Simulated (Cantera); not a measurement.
An isothermal, constant-pressure homogeneous reactor starts with CH4 : O2 : N2 = 0.016 : 0.0032 : 1 (molar parts), equivalence ratio 10, at 1225 K and 1.01 bar.

Detailed kinetics in Cantera: GRI-Mech 3.0 (53 species, 325 reactions). GRI-Mech 3.0 stops at C3 and has no aromatics, soot or wall deposition, so with more carbon than oxygen in the feed, carbon stays in small species such as C2H2 where larger ones or solid carbon would form.

Question: Predict: x(CH4) at 4.00 s; x(O2) at 4.00 s; x(C2H6) at 4.00 s; x(CH3) at 4.00 s.

Answer: 
```json
{
  "x(CH4) at 4.00 s": "0.0154 (gas-phase equilibrium 0.00205)",
  "x(O2) at 4.00 s": "0.00297 (gas-phase equilibrium <1e-12)",
  "x(C2H6) at 4.00 s": "5.43e-5 (gas-phase equilibrium 1.63e-7)",
  "x(CH3) at 4.00 s": "1.70e-6 (gas-phase equilibrium 8.08e-8)"
}
```
